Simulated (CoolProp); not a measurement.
Vapour-liquid equilibrium of R134a (1) + R141b (2) at 216.8 K; x and y are mole fractions of (1).

Values from CoolProp's multi-fluid Helmholtz-energy mixture model, Tillner-Roth 1994 and Lemmon 2006; pair parameters Bell 2016.

Q: Give the bubble pressure and the first vapour's composition at x = 0.05, 0.5, 0.8. Is there an azeotrope?

A: x = 0.05: 0.02918 bar, y = 0.690; x = 0.5: 0.1391 bar, y = 0.958; x = 0.8: 0.1731 bar, y = 0.979. No azeotrope shows between x = 0.05 and 0.95.

The pair parameters rest on a limited set of measurements; away from them the model extrapolates. With so large a gap from Raoult's law the liquid may split in two, which this calculation doesn't test in full.
